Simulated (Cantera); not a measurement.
Charge: 1 mol SiH₂Cl₂, 87 mol N₂, 0.1 mol H₂, equilibrated at 898.15 K and 0.203 Torr.

Method: chemical equilibrium by Gibbs-energy minimisation in Cantera with the NASA 1993 tables (ideal gas, pure condensed phases). Candidate condensed phases: NH₄Cl, Si, Si₃N₄; 28 gas species. N₂ is the only nitrogen source here; it is nearly inert below about 1500 K, so the nitride shown seldom forms there in practice. Equilibrium is a limit: real reactors are often held back by kinetics, nucleation or transport.

Base state: N₂ 0.977, HCl 0.0197, H₂ 0.00257, SiCl₄ 0.000719 (mole fractions); condensed: Si₃N₄(s).

### Question
What changes in the equilibrium state with this change: pressure from 0.203 Torr to 338 Torr?

### Answer
| species | before | after |
|---|---|---|
| N₂ | 0.977 | 0.978 |
| HCl | 0.0197 | 0.0165 |
| H₂ | 0.00257 | 0.00421 |
| SiCl₄ | 0.000719 | 0.00154 |
| Si₃N₄(s), mol | 0.312 | 0.288 |
